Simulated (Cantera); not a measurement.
A Cantera script and what it prints.

```python
import numpy as np
import cantera as ct

gas_names = """
    H HNO HNO2 HNO3 HO2 H2 H2O H2O2 N NH NH2 NH3 NH2OH NO NO2 NO3 N2 N2H2 N2H4 N2O O OH O2 O3 Si SiH
    SiH2 SiH3 SiH4 SiN SiO SiO2 Si2 Si2N Si3
""".split()
cond_names = """
    H2O(s) H2O(L) Si(cr) Si(L) SiO2(Lqz) SiO2(hqz) SiO2(L) Si2N2O(s) Si3N4(a)
""".split()


def load(file, names, dense=False):
    # The tables refer to 1 bar. Condensed volumes are neglected.
    table = {s.name: s for s in ct.Species.list_from_file(file)}
    out = []
    for n in names:
        d = dict(table[n].input_data)
        d["thermo"] = dict(d["thermo"], **{"reference-pressure": 1e5})
        if dense:
            d["equation-of-state"] = {"model": "constant-volume", "density": "1e6 g/cm^3"}
        out.append(ct.Species.from_dict(d))
    return out


gas = ct.Solution(thermo="ideal-gas", species=load("nasa_gas.yaml", gas_names))
cond = {s.name: ct.Solution(thermo="fixed-stoichiometry", species=[s], name=s.name)
        for s in load("nasa_condensed.yaml", cond_names, dense=True)}
atoms = {
    'Si3N4': {'Si': 3, 'N': 4},
    'H2O': {'H': 2, 'O': 1},
}
top_T = {'Si2N2O(s)': 2100, 'Si3N4(a)': 2400}  # K; cautious upper limits of use, not melting points


def equilibrate(T, P, feed):
    n = {}
    for name, mol in feed.items():
        for a, k in atoms[name].items():
            n[a] = n.get(a, 0.0) + k * mol
    gas.TPX = T, P, n
    mass = sum(n.values()) * gas.mean_molecular_weight
    gas.equilibrate("TP")
    valid = [c for c in cond.values() if c.min_temp <= T <= top_T.get(c.name, c.max_temp)]
    mix = ct.Mixture([(gas, mass / gas.mean_molecular_weight)] + [(c, 0.0) for c in valid])
    mix.T, mix.P = T, P
    mix.equilibrate("TP", solver="vcs", rtol=1e-11, max_steps=5000)
    return mix


results = []
feed = {'Si3N4': 1, 'H2O': 24}  # mol
T = 1575  # K
P = 18  # Pa
mix = equilibrate(T, P, feed)
results.append((T, P, feed, dict(zip(mix.species_names, mix.species_moles))))
print(gas.report(threshold=1e-05))
for i in range(1, mix.n_phases):
    print(f"{mix.phase(i).name:16s} {mix.phase_moles(i):12.5e} mol")
```

Result:

```
       temperature   1575 K
          pressure   18 Pa
           density   2.0729e-05 kg/m^3
  mean mol. weight   15.081 kg/kmol
   phase of matter   gas

                          1 kg             1 kmol
                     ---------------   ---------------
          enthalpy       -7.8886e+06       -1.1897e+08  J
   internal energy        -8.757e+06       -1.3206e+08  J
           entropy             20809        3.1381e+05  J/K
    Gibbs function       -4.0662e+07       -6.1322e+08  J
 heat capacity c_p            2883.6             43487  J/K
 heat capacity c_v            2332.3             35173  J/K

                      mass frac. Y      mole frac. X     chem. pot. / RT
                     ---------------   ---------------   ---------------
                 H        9.9268e-05         0.0014852           -14.419
                H2          0.030732           0.22989           -28.839
               H2O           0.82614           0.69158           -53.931
                N2           0.14277          0.076857           -37.352
                OH        0.00018303         0.0001623           -39.512
               SiO        7.2797e-05        2.4903e-05           -55.712
     [  +29 minor]        6.5633e-06        3.5153e-06

Si(cr)            0.00000e+00 mol
SiO2(hqz)         2.99935e+00 mol
Si2N2O(s)         0.00000e+00 mol
Si3N4(a)          0.00000e+00 mol
```

Method: chemical equilibrium by Gibbs-energy minimisation in Cantera with the NASA 1993 tables (ideal gas, pure condensed phases). The tables hold silica as quartz up to 1696 K and as liquid above; real silica turns to tridymite and cristobalite and melts near 1996 K.
